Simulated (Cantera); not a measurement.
What does this Cantera script print?

```python
import numpy as np
import cantera as ct

gas_names = """
    CL CLO CL2 O O2 O3 Ti TiCL TiCL2 TiCL3 TiCL4 TiO TiOCL TiOCL2 TiO2
""".split()
cond_names = """
    Ti(a) Ti(b) Ti(L) TiCL2(s) TiCL3(s) TiCL4(L) TiO(a) TiO(b) TiO(L) TiO2(ru) TiO2(L) Ti2O3(a) Ti2O3(b)
    Ti2O3(L) Ti3O5(a) Ti3O5(b) Ti3O5(L) Ti4O7(s) Ti4O7(L)
""".split()


def load(file, names, dense=False):
    # The tables refer to 1 bar. Condensed volumes are neglected.
    table = {s.name: s for s in ct.Species.list_from_file(file)}
    out = []
    for n in names:
        d = dict(table[n].input_data)
        d["thermo"] = dict(d["thermo"], **{"reference-pressure": 1e5})
        if dense:
            d["equation-of-state"] = {"model": "constant-volume", "density": "1e6 g/cm^3"}
        out.append(ct.Species.from_dict(d))
    return out


gas = ct.Solution(thermo="ideal-gas", species=load("nasa_gas.yaml", gas_names))
cond = {s.name: ct.Solution(thermo="fixed-stoichiometry", species=[s], name=s.name)
        for s in load("nasa_condensed.yaml", cond_names, dense=True)}
atoms = {
    'TiCl4': {'Ti': 1, 'CL': 4},
    'O2': {'O': 2},
}
top_T = {'TiCL2(s)': 1300, 'TiCL3(s)': 1000}  # K; cautious upper limits of use, not melting points


def equilibrate(T, P, feed):
    n = {}
    for name, mol in feed.items():
        for a, k in atoms[name].items():
            n[a] = n.get(a, 0.0) + k * mol
    gas.TPX = T, P, n
    mass = sum(n.values()) * gas.mean_molecular_weight
    gas.equilibrate("TP")
    valid = [c for c in cond.values() if c.min_temp <= T <= top_T.get(c.name, c.max_temp)]
    mix = ct.Mixture([(gas, mass / gas.mean_molecular_weight)] + [(c, 0.0) for c in valid])
    mix.T, mix.P = T, P
    mix.equilibrate("TP", solver="vcs", rtol=1e-11, max_steps=5000)
    return mix


results = []
feed = {'TiCl4': 1, 'O2': 0.14}  # mol
P = 10000  # Pa
for T in [1348, 1423, 1498, 1573, 1648, 1723, 1798, 1873, 1948, 2023, 2098, 2173]:
    mix = equilibrate(T, P, feed)
    results.append((T, P, feed, dict(zip(mix.species_names, mix.species_moles))))

top = {s: max(r[3][s] / sum(r[3][g] for g in gas_names) for r in results) for s in gas_names}
cols = sorted((s for s in top if top[s] > 1e-06), key=lambda s: -top[s])[:5]
seen = [c for c in cond_names if any(r[3].get(c, 0) > 1e-12 for r in results)]
print("log10 of partial pressures in bar; condensed amounts in mol")
print(f"{'T/K':>10s}" + "".join(f"{s[:9]:>10s}" for s in cols + seen))
for T, P, feed, n in results:
    ng = sum(n[g] for g in gas_names)
    print(f"{T:10.4g}" + "".join(f"{np.log10(max(n[s] / ng * P / 1e5, 1e-99)):10.3f}" for s in cols)
          + "".join(f"{n.get(c, 0):10.4g}" for c in seen))
```

Result:

```
log10 of partial pressures in bar; condensed amounts in mol
       T/K     TiCL4        CL       CL2     TiCL3    TiOCL2  TiO2(ru)  Ti4O7(L)
      1348    -1.129    -2.548    -1.642    -5.281    -6.592      0.14         0
      1423    -1.133    -2.305    -1.668    -4.823    -5.983      0.14         0
      1498    -1.141    -2.094    -1.709    -4.405    -5.437    0.1399         0
      1573    -1.151    -1.915    -1.769    -4.019    -4.947    0.1399         0
      1648    -1.163    -1.766    -1.855    -3.657    -4.504    0.1397         0
      1723    -1.179    -1.649    -1.969    -3.312    -4.103    0.1394         0
      1798    -1.198    -1.560    -2.110    -2.983    -3.739    0.1387         0
      1873    -1.221    -1.494    -2.274    -2.670    -3.408    0.1372         0
      1948    -1.256    -1.443    -2.446    -2.384    -3.109    0.1344         0
      2023    -1.309    -1.401    -2.614    -2.135    -2.844    0.1292         0
      2098    -1.389    -1.363    -2.773    -1.934    -2.614    0.1205         0
      2173    -1.511    -1.313    -2.891    -1.809    -2.449         0   0.03107
```

These are equilibrium values from Cantera (NASA tables, ideal gas, pure condensed phases), not measurements of a reactor. The tables' values for TiCl2, TiOCl are old estimates; treat these amounts as uncertain. Condensed phases not in the tables: Magnéli phases beyond Ti4O7.
